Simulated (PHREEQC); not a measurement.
**Polishing slurry liquid: an equilibrium model**

Make-up at 25 °C: 0.00098 mol/kgw NH3 and 3.5e-05 mol/kgw KH2PO4. Closed to the air; pH follows from the charge balance.

All values are PHREEQC results (ion-association model, phreeqc.dat), not measurements.

This is a speciation only: nothing precipitates in the calculation.

Problem. Estimate the pH, ionic strength.

Solution. pH 10.02; ionic strength 0.000213 mol/kgw.

Problem. In which forms is N present?

Solution. NH3 85 %, NH4+ 15 % of the N.

Complexes and solids missing from the database can't appear.
